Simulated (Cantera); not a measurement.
Cantera run:

```python
import numpy as np
import cantera as ct

gas_names = """
    N NO NO2 NO3 N2 N2O O O2 O3
""".split()
cond_names = """

""".split()


def load(file, names, dense=False):
    # The tables refer to 1 bar. Condensed volumes are neglected.
    table = {s.name: s for s in ct.Species.list_from_file(file)}
    out = []
    for n in names:
        d = dict(table[n].input_data)
        d["thermo"] = dict(d["thermo"], **{"reference-pressure": 1e5})
        if dense:
            d["equation-of-state"] = {"model": "constant-volume", "density": "1e6 g/cm^3"}
        out.append(ct.Species.from_dict(d))
    return out


gas = ct.Solution(thermo="ideal-gas", species=load("nasa_gas.yaml", gas_names))
cond = {s.name: ct.Solution(thermo="fixed-stoichiometry", species=[s], name=s.name)
        for s in load("nasa_condensed.yaml", cond_names, dense=True)}
atoms = {
    'N2O': {'N': 2, 'O': 1},
    'O2': {'O': 2},
    'N2': {'N': 2},
}
top_T = {}  # K; cautious upper limits of use, not melting points


def equilibrate(T, P, feed):
    n = {}
    for name, mol in feed.items():
        for a, k in atoms[name].items():
            n[a] = n.get(a, 0.0) + k * mol
    gas.TPX = T, P, n
    mass = sum(n.values()) * gas.mean_molecular_weight
    gas.equilibrate("TP")
    valid = [c for c in cond.values() if c.min_temp <= T <= top_T.get(c.name, c.max_temp)]
    mix = ct.Mixture([(gas, mass / gas.mean_molecular_weight)] + [(c, 0.0) for c in valid])
    mix.T, mix.P = T, P
    mix.equilibrate("TP", solver="vcs", rtol=1e-11, max_steps=5000)
    return mix


results = []
feed = {'N2O': 1, 'O2': 0.17, 'N2': 2.5}  # mol
P = 11000000  # Pa
for T in [1600, 1800, 2000, 2200, 2400, 2600, 2800]:
    mix = equilibrate(T, P, feed)
    results.append((T, P, feed, dict(zip(mix.species_names, mix.species_moles))))

top = {s: max(r[3][s] / sum(r[3][g] for g in gas_names) for r in results) for s in gas_names}
cols = sorted((s for s in top if top[s] > 1e-06), key=lambda s: -top[s])[:9]
seen = [c for c in cond_names if any(r[3].get(c, 0) > 1e-12 for r in results)]
print("log10 of partial pressures in bar; condensed amounts in mol")
print(f"{'T/K':>10s}" + "".join(f"{s[:9]:>10s}" for s in cols + seen))
for T, P, feed, n in results:
    ng = sum(n[g] for g in gas_names)
    print(f"{T:10.4g}" + "".join(f"{np.log10(max(n[s] / ng * P / 1e5, 1e-99)):10.3f}" for s in cols)
          + "".join(f"{n.get(c, 0):10.4g}" for c in seen))
```

Result:

```
log10 of partial pressures in bar; condensed amounts in mol
       T/K        N2        O2        NO         O       NO2       N2O
      1600     1.965     1.245    -0.718    -4.216    -2.150    -3.907
      1800     1.964     1.242    -0.387    -3.294    -2.026    -3.593
      2000     1.964     1.238    -0.125    -2.556    -1.928    -3.340
      2200     1.962     1.231     0.089    -1.952    -1.849    -3.132
      2400     1.961     1.223     0.265    -1.450    -1.786    -2.958
      2600     1.959     1.213     0.411    -1.027    -1.736    -2.811
      2800     1.957     1.199     0.534    -0.666    -1.697    -2.686
```

Cantera equilibrium calculation (NASA polynomials, part measured and part estimated; ideal gas, pure solids and liquids). The ideal-gas law is rough above about 30 bar.
